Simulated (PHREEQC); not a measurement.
0.074 g of hydrous ferric oxide (600 m²/g; 0.2 weak and 0.005 strong sites per Fe, Dzombak-Morel constants, diffuse double layer) in 1 kg of water with 0.01 mol/kgw of an inert sodium salt, at 25 °C; the pH is set by adding NaOH or the inert anion's acid. Oxygen is held at 0.21 atm. The system is closed to CO2. Nothing may precipitate in this run.

All values are PHREEQC results (ion-association model, wateq4f.dat), not measurements.

```
pH     surface charge σ (C/m²)  surface potential ψ (mV)
-----  -----------------------  ------------------------
4                        0.216                       185
4.67                     0.143                       164
5.33                     0.088                       139
6                   (withheld)                       110
6.67                     0.025                        78
7.33                     0.011                        43
8                        0.001                (withheld)
8.67                    -0.007                       -31
9.33                    -0.020                       -66
10                      -0.040                      -100
10.67               (withheld)                      -130
11.33                   -0.131                      -154
12                      -0.229                      -168
```

Task: What belongs in the gaps?

Result: 
- 6, surface charge σ (C/m²): 0.050
- 8, surface potential ψ (mV): 6
- 10.67, surface charge σ (C/m²): -0.075

Species that the database lacks are ignored.
